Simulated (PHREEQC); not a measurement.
Solution (25 °C): 0.095 mol KNO3, 0.0026 mol ZnCl2 and 0.00011 mol Na2CO3 per kg of water. Closed to the air; pH follows from the charge balance.

Model: ion-association model, wateq4f.dat, run in PHREEQC.

No solid was allowed to form.

Question: Predict the pH.

Answer: pH 7.58.

Question: In which forms is C present?

Answer: HCO3- 69 %, ZnCO3 19 %, ZnHCO3+ 8.7 %, CO2 3.2 % of the C.

The solution is supersaturated, for example in Zn(OH)2-e, Zn5(OH)8Cl2, so a real one may precipitate; this is no full list.
